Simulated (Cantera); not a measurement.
# Transport properties of process gases

Gas mixture: H₂ : C₂H₆ : NH₃ = 0.9 : 0.96 : 0.57 (molar parts), at 100000 Pa, frozen composition.

Cantera's kinetic-theory transport with the Lennard-Jones parameters of GRI-Mech 3.0, ideal gas; thermal conductivity in the multicomponent form. Polar gases are described roughly by these parameters. The composition is frozen, though it would react at the higher temperatures.

```
T (K)  ρ (kg/m³)  cp (J/kg/K)  μ (µPa s)  λ (mW/m/K)     Pr  D (cm²/s) N₂  D (cm²/s) H  D (cm²/s) NO
-----  ---------  -----------  ---------  ----------  -----  ------------  -----------  ------------
400        0.500         2746       13.3        74.8  0.488         0.408         2.03         0.402
600        0.333         3416       18.9         117  0.551         0.835         4.20         0.823
800        0.250         3950       23.9         161  0.586          1.37         6.92          1.35
1000       0.200         4386       28.3         205  0.607          2.00         10.1          1.98
1200       0.167         4731       32.4         248  0.618          2.73         13.8          2.69
1400       0.143         5008       36.2         290  0.625          3.53         17.9          3.48
1600       0.125         5230       39.8         331  0.628          4.41         22.4          4.35
1800       0.111         5407       43.1         370  0.630          5.37         27.2          5.29
2000      0.1000         5549       46.3         408  0.630          6.40         32.5          6.31
```
D: mixture-averaged diffusion coefficient of that species in the mixture.
